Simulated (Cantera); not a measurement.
Feed: 1 mol CCl₄, 0.082 mol CH₄, a varied amount of H₂, at 3125 °C and 2600 Pa.

Cantera equilibrium calculation (NASA polynomials, part measured and part estimated; ideal gas, pure solids and liquids). Candidate condensed phases: C, C₆H₆, C₇H₈, C₈H₁₈; 91 gas species. The tables' values for CCl are old estimates; treat these amounts as uncertain. Rates play no part.

Problem. At 0.85 mol H₂, list the 7 most abundant gas species with their mole fractions, and the condensed phases.

Solution. Cl 0.610, H 0.273, C₃ 0.0402, HCl 0.0300, C 0.0237, C₂ 0.0102, H₂ 0.00896. Condensed: gas only.
